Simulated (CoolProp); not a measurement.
R125 at 312.52 K and 1.53 MPa flows at 0.35 m/s in a round tube of 10 mm bore and 15 µm roughness, fully developed (64/Re and Nu = 3.66 if laminar; Colebrook and Gnielinski if turbulent). Each further row changes one setting.

Values from CoolProp's reference Helmholtz-energy equation of state, Lemmon 2005.

```tsv
case	Reynolds number	Darcy friction factor	pressure drop (Pa/m)	heat-transfer coefficient (W/(m² K))	mass flow (kg/h)
as stated	22800	0.0283	16.1	121	9.18
velocity 0.7 m/s	45600	0.0256	58.2	224	18.4
diameter 20 mm	45600	0.0236	6.72	103	36.7
```

Viscosity comes from a separate model (Huber 2006). Thermal conductivity comes from a separate model (Perkins 2006).
